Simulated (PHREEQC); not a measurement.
Make-up at 79 °C: 0.12 mol NiSO4, 0.0047 mol CuCl2 and 5.8e-05 mol NaCl per kg of water. Closed to the air; pH follows from the charge balance.

Computed with PHREEQC (ion-association model, wateq4f.dat).

| Item | Result |
|---|---|
| pH | 4.95 |
| ionic strength | 0.248 mol/kgw |

```csv
species,molality,activity,log γ
Ni+2,0.0605,0.0156,-0.588
NiSO4,0.0590,0.0625,0.025
SO4-2,0.0584,0.0138,-0.626
Cl-,0.00898,0.00600,-0.175
Cu+2,0.00224,0.000610,-0.564
CuSO4,0.00223,0.00236,0.025
NiCl+,0.000331,0.000236,-0.147
```

This is a speciation only: nothing precipitates in the calculation. Saturation is exceeded, for instance for Atacamite, Tenorite (slow to form); the values hold only as long as no solid forms. Species that the database lacks are ignored. At this temperature some constants are extrapolated from 25 °C, and those without enthalpy data are left unchanged.
